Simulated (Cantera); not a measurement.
Cantera run, input and output.

```python
import numpy as np
import cantera as ct

gas = ct.Solution("gri30.yaml")
gas.TPX = 1450, 101325, {'C3H8': 1, 'H2': 10}
inlet = ct.Reservoir(gas, clone=True)

reactor = ct.IdealGasConstPressureReactor(gas, energy="off", clone=False)
exhaust = ct.Reservoir(gas, clone=True)
tau = [7.3, 2.3, 0.71, 0.22, 0.068, 0.021, 0.0066, 0.0021, 0.00064, 0.0002][0]
for a, b in ((inlet, reactor), (reactor, exhaust)):
    ct.MassFlowController(a, b, mdot=lambda t: reactor.mass / tau)
net = ct.ReactorNet([reactor])
show = ['C3H8', 'H2', 'C2H4', 'CH4', 'C2H']

rows = []
print(f"{'tau/s':>10s}{'T/K':>9s}" + "".join(f"{s:>11s}" for s in show))
for tau in [7.3, 2.3, 0.71, 0.22, 0.068, 0.021, 0.0066, 0.0021, 0.00064, 0.0002]:
    net.initial_time = 0.0
    net.advance(30 * tau)
    before = gas.X
    net.advance(40 * tau)
    drift = np.max(np.abs(gas.X - before) / (gas.X + 1e-9))
    rows.append([gas.T, *gas[show].X, drift])
    print(f"{tau:10.3e}{gas.T:9.1f}" + "".join(f"{x:11.3e}" for x in gas[show].X))
```

It prints:

```
     tau/s      T/K       C3H8         H2       C2H4        CH4        C2H
 7.300e+00   1450.0  4.857e-06  7.943e-01  1.264e-02  1.600e-01  5.484e-10
 2.300e+00   1450.0  1.358e-05  8.049e-01  1.497e-02  1.421e-01  7.573e-10
 7.100e-01   1450.0  3.664e-05  8.176e-01  1.811e-02  1.206e-01  1.161e-09
 2.200e-01   1450.0  9.391e-05  8.273e-01  2.141e-02  1.040e-01  1.775e-09
 6.800e-02   1450.0  2.334e-04  8.325e-01  2.526e-02  9.476e-02  2.565e-09
 2.100e-02   1450.0  5.688e-04  8.345e-01  3.095e-02  9.056e-02  3.401e-09
 6.600e-03   1450.0  1.354e-03  8.350e-01  3.953e-02  8.830e-02  3.947e-09
 2.100e-03   1450.0  3.182e-03  8.359e-01  5.018e-02  8.525e-02  3.782e-09
 6.400e-04   1450.0  7.753e-03  8.395e-01  5.916e-02  7.868e-02  2.699e-09
 2.000e-04   1450.0  1.859e-02  8.491e-01  5.891e-02  6.572e-02  1.239e-09
```

Cantera simulation using GRI-Mech 3.0 (53 species, 325 reactions); the numbers are that mechanism's predictions, not measurements. GRI-Mech 3.0 was tuned for natural gas; its chemistry of propane as a main component is partial and can be far from experiment. GRI-Mech 3.0 stops at C3 and has no aromatics, soot or wall deposition, so with more carbon than oxygen in the feed, carbon stays in small species such as C2H2 where larger ones or solid carbon would form.
